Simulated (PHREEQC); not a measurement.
Dissolve 0.25 mol/kgw NaOH, 0.0051 mol/kgw Na2SiO3 and 0.0049 mol/kgw K3PO4 at 25 °C. Closed to the air; pH follows from the charge balance.

The numbers come from PHREEQC with the ion-association model, phreeqc.dat.

```csv
quantity,before,after
pH,13.23,12.96
H2SiO4-2 (mol/kgw),0.00380,0.00146
H3SiO4- (mol/kgw),0.00130,0.00109
H4SiO4 (mol/kgw),3.37e-7,5.76e-7
SI of Quartz (SiO2),-2.45,-2.24
```

### Question
Which change was made?
A) K3PO4 from 0.0049 to 0.00539 mol/kgw
B) Na2SiO3 from 0.0051 to 0.00102 mol/kgw
C) diluted 2-fold with water
D) diluted 5-fold with water
E) temperature from 25 to 50 °C

### Answer
C, diluted 2-fold with water

No solid was allowed to form.
